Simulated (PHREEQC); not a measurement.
PHREEQC input (ion-association model, wateq4f.dat):

```
SOLUTION_MASTER_SPECIES
  An  An-  0  An  62.0  # stands for a non-complexing anion
SOLUTION_SPECIES
  An- = An-
    -log_k 0
    -gamma 3.0 0
PHASES
  Fix_H+
    H+ = H+
    -log_k 0
SOLUTION 1
  temp 25
  units mmol/kgw
  pH 7 charge
  Cl 3.6
  Sr 1.8
  Na 50
  An 50
END
SELECTED_OUTPUT 1
  -reset false
  -pH true
  -pe true
  -ionic_strength true
  -water true
  -totals Cl Na Sr
  -molalities Hfo_wOH Hfo_wOH2+ Hfo_wO- Hfo_sOH Hfo_sOH2+ Hfo_sO- Hfo_sOHSr+2 Hfo_wOSr+ Hfo_wOSrOH
  -saturation_indices Halite
USER_PUNCH 1
  -headings sigma psi
  10 PUNCH EDL("sigma", "Hfo"), EDL("psi", "Hfo")
PRINT
  -reset false
USE solution 1
SURFACE 1
  Hfo_wOH 0.00247191 600 1.1
  Hfo_sOH 6.17978e-05
EQUILIBRIUM_PHASES 1
  Fix_H+ -3 HAn 10
    -force_equality true
  O2(g) -0.68 10
END
# ... the last block is repeated for the other 12 points of pH, with NaOH or the acid as the point needs
```

Selected output (columns that matter, 11 of 13 rows; pH added in front):

```
pH	mu	Cl	Na	Sr	m_Hfo_wOH	m_Hfo_wOH2+	m_Hfo_wO-	m_Hfo_sOH	m_Hfo_sOH2+	m_Hfo_sO-	m_Hfo_sOHSr+2	si_Halite	sigma	psi
3	0.057806	0.0036	0.05	0.0018	7.9522e-05	0.0023923	6.0556e-08	1.988e-06	5.9808e-05	1.5139e-09	3.9886e-10	-5.5108	0.3585	0.16633
3.5	0.056929	0.0036	0.05	0.0018	0.00021442	0.002257	4.6663e-07	5.3603e-06	5.6425e-05	1.1666e-08	1.322e-09	-5.5097	0.33816	0.16373
4	0.05654	0.0036	0.05	0.0018	0.00047233	0.001997	2.5592e-06	1.1807e-05	4.9922e-05	6.3975e-08	4.7066e-09	-5.5093	0.29889	0.15758
5	0.056048	0.0036	0.05	0.0017999	0.0011798	0.0012669	2.517e-05	2.9459e-05	3.1634e-05	6.2847e-07	7.5921e-08	-5.5087	0.1861	0.13364
5.5	0.055862	0.0036	0.05	0.0017997	0.0014718	0.00094771	5.2365e-05	3.6594e-05	2.3563e-05	1.3019e-06	3.3933e-07	-5.5085	0.13426	0.1172
6	0.055712	0.0036	0.05	0.0017984	0.0016761	0.00070439	9.1372e-05	4.0811e-05	1.715e-05	2.2247e-06	1.612e-06	-5.5083	0.092279	0.098584
6.5	0.055584	0.0036	0.05	0.0017923	0.0018019	0.00052941	0.0001405	3.9505e-05	1.1607e-05	3.0804e-06	7.6057e-06	-5.5081	0.060337	0.078201
7	0.055446	0.0036	0.05	0.0017729	0.0018714	0.00039896	0.0002011	2.6591e-05	5.6689e-06	2.8574e-06	2.668e-05	-5.508	0.037206	0.056863
8	0.055296	0.0036	0.05013	0.0017151	0.0018709	0.00023633	0.0003393	1.7452e-06	2.2045e-07	3.165e-07	5.9516e-05	-5.5067	0.0060352	0.011153
8.5	0.05521	0.0036	0.050456	0.0015898	0.0017202	0.00014959	0.00045317	4.0864e-07	3.5536e-08	1.0765e-07	6.1245e-05	-5.5037	-0.0047623	-0.0088332
9	0.054945	0.0035999	0.051095	0.0012959	0.0012821	5.436e-05	0.00069276	2.1138e-07	8.9622e-09	1.1421e-07	6.1462e-05	-5.498	-0.010951	-0.019956
```

Complexes and solids missing from the database can't appear. The oxide is taken as insoluble; below pH 4 it would dissolve.
